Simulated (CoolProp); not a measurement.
Vapour-liquid equilibrium of acetone (1) + dimethyl carbonate (2) at 295.5 K; x and y are mole fractions of (1).

The numbers come from the multi-fluid Helmholtz-energy mixture model, Lemmon 2006 and Zhou 2011; pair parameters Bell 2016 in CoolProp.

```json
[
 {"x": "0.05", "bubble pressure (MPa)": "0.007627", "y at the bubble point": "0.210", "dew pressure at overall composition x (MPa)": "0.006600", "liquid density (mol/L)": "11.92"},
 {"x": "0.15", "bubble pressure (MPa)": "0.009968", "y at the bubble point": "0.454", "dew pressure at overall composition x (MPa)": "0.007208", "liquid density (mol/L)": "12.07"},
 {"x": "0.25", "bubble pressure (MPa)": "0.01210", "y at the bubble point": "0.598", "dew pressure at overall composition x (MPa)": "0.007936", "liquid density (mol/L)": "12.23"},
 {"x": "0.35", "bubble pressure (MPa)": "0.01411", "y at the bubble point": "0.697", "dew pressure at overall composition x (MPa)": "0.008821", "liquid density (mol/L)": "12.39"},
 {"x": "0.45", "bubble pressure (MPa)": "0.01609", "y at the bubble point": "0.771", "dew pressure at overall composition x (MPa)": "0.009915", "liquid density (mol/L)": "12.56"},
 {"x": "0.55", "bubble pressure (MPa)": "0.01806", "y at the bubble point": "0.831", "dew pressure at overall composition x (MPa)": "0.01130", "liquid density (mol/L)": "12.73"},
 {"x": "0.65", "bubble pressure (MPa)": "0.02007", "y at the bubble point": "0.881", "dew pressure at overall composition x (MPa)": "0.01309", "liquid density (mol/L)": "12.91"},
 {"x": "0.75", "bubble pressure (MPa)": "0.02212", "y at the bubble point": "0.922", "dew pressure at overall composition x (MPa)": "0.01547", "liquid density (mol/L)": "13.09"},
 {"x": "0.85", "bubble pressure (MPa)": "0.02421", "y at the bubble point": "0.957", "dew pressure at overall composition x (MPa)": "0.01878", "liquid density (mol/L)": "13.28"},
 {"x": "0.95", "bubble pressure (MPa)": "0.02632", "y at the bubble point": "0.987", "dew pressure at overall composition x (MPa)": "0.02374", "liquid density (mol/L)": "13.46"}
]
```

No azeotrope shows between x = 0.05 and 0.95.

Pair parameters are fitted to limited data, so mixtures are less certain than the pure fluids.
